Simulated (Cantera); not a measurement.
A Cantera script and its output.

```python
import numpy as np
import cantera as ct

gas = ct.Solution("gri30.yaml")
gas.TPX = 1325, 33000, {'N2O': 0.17, 'H2O': 0.1}
reactor = ct.IdealGasConstPressureReactor(gas, energy="off", clone=False)
net = ct.ReactorNet([reactor])
net.rtol, net.atol = 1e-08, 1e-18
show = ['N2O', 'H2O', 'O', 'NO2', 'NO']
times = np.geomspace(4e-05, 40, 10)

steps = ct.SolutionArray(gas, extra=["t"])
rows = []
print(f"{'t/s':>10s}{'T/K':>9s}{'P/Pa':>11s}" + "".join(f"{s:>11s}" for s in show))
for t in times:
    while net.time < t:
        t_next = net.step()
        steps.append(gas.state, t=t_next)
    rows.append([np.interp(t, steps.t, y) for y in (steps.T, steps.P, *steps(*show).X.T)])
    print(f"{t:10.3e}{rows[-1][0]:9.1f}{rows[-1][1]:11.4g}" + "".join(f"{x:11.3e}" for x in rows[-1][2:]))
rate = np.gradient(steps.T, steps.t)
print("integrator steps:", len(steps.t))
if steps.T.max() > steps.T[0] + 200:
    print(f"time of steepest temperature rise: {steps.t[rate.argmax()]:.4e} s")
gas.TPX = 1325, 33000, {'N2O': 0.17, 'H2O': 0.1}
gas.equilibrate("TP")
print(f"equilibrium (TP): T = {gas.T:.1f} K  " + "  ".join(f"{s} {gas[s].X[0]:.3e}" for s in show))
```

Result:

```
       t/s      T/K       P/Pa        N2O        H2O          O        NO2         NO
 4.000e-05   1325.0    3.3e+04  6.295e-01  3.703e-01  1.525e-05  5.651e-10  7.714e-06
 1.857e-04   1325.0    3.3e+04  6.290e-01  3.702e-01  1.682e-05  2.200e-07  4.668e-05
 8.618e-04   1325.0    3.3e+04  6.264e-01  3.698e-01  1.917e-05  8.951e-06  2.536e-04
 4.000e-03   1325.0    3.3e+04  6.143e-01  3.681e-01  1.911e-05  8.753e-05  1.188e-03
 1.857e-02   1325.0    3.3e+04  5.626e-01  3.608e-01  1.835e-05  3.372e-04  5.176e-03
 8.618e-02   1325.0    3.3e+04  3.887e-01  3.364e-01  1.594e-05  5.730e-04  1.847e-02
 4.000e-01   1325.0    3.3e+04  1.046e-01  2.964e-01  9.550e-06  3.952e-04  3.768e-02
 1.857e+00   1325.0    3.3e+04  2.377e-03  2.820e-01  7.772e-07  2.493e-04  4.123e-02
 8.618e+00   1325.0    3.3e+04  2.043e-07  2.817e-01  2.258e-07  2.362e-04  4.120e-02
 4.000e+01   1325.0    3.3e+04  2.023e-07  2.817e-01  2.258e-07  2.361e-04  4.117e-02
integrator steps: 1761
equilibrium (TP): T = 1325.0 K  N2O 1.139e-08  H2O 2.817e-01  O 2.360e-07  NO2 2.329e-06  NO 3.883e-04
```

Detailed kinetics in Cantera: GRI-Mech 3.0 (53 species, 325 reactions). GRI-Mech 3.0 was tuned for natural gas; its chemistry of N2O as a main component is partial and can be far from experiment. The mechanism lacks the step 2 NO + O2 → 2 NO2, which can matter for NO2 below about 1400 K. The temperature is held fixed by assumption; the heat of reaction is taken as removed at once.
